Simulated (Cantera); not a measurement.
A perfectly stirred reactor is fed with CH₄ : H₂ : O₂ : N₂ = 1 : 0.85 : 2.58 : 9.7 (molar parts), equivalence ratio 0.94, at 2100 Torr; it is adiabatic with a 500 K inlet, and is followed from long to short residence time, starting on the burning branch (τ in s: 0.047, 0.024, 0.012, 0.0059, 0.003, 0.0015, 0.00075, 0.00037, 0.00019, 9.4e-05, 4.7e-05).

Cantera simulation using GRI-Mech 3.0 (53 species, 325 reactions); the numbers are that mechanism's predictions, not measurements.

Problem. Predict: blow-out, bracketed by the residence times tried; x(CH₄) at τ = 47.0 ms; x(H₂) at τ = 47.0 ms; x(O₂) at τ = 47.0 ms; x(CH₄) at τ = 1.50 ms; x(H₂) at τ = 1.50 ms; x(O₂) at τ = 1.50 ms; x(CH₂CO) at τ = 1.50 ms; x(C₂H₂) at τ = 1.50 ms.

Solution. 
- blow-out, bracketed by the residence times tried: burning at 47.0 µs, the shortest tried
- x(CH₄) at τ = 47.0 ms: 1.74e-6
- x(H₂) at τ = 47.0 ms: 0.00297
- x(O₂) at τ = 47.0 ms: 0.0131
- x(CH₄) at τ = 1.50 ms: 3.10e-5
- x(H₂) at τ = 1.50 ms: 0.00576
- x(O₂) at τ = 1.50 ms: 0.0173
- x(CH₂CO) at τ = 1.50 ms: 1.56e-8
- x(C₂H₂) at τ = 1.50 ms: 1.82e-8
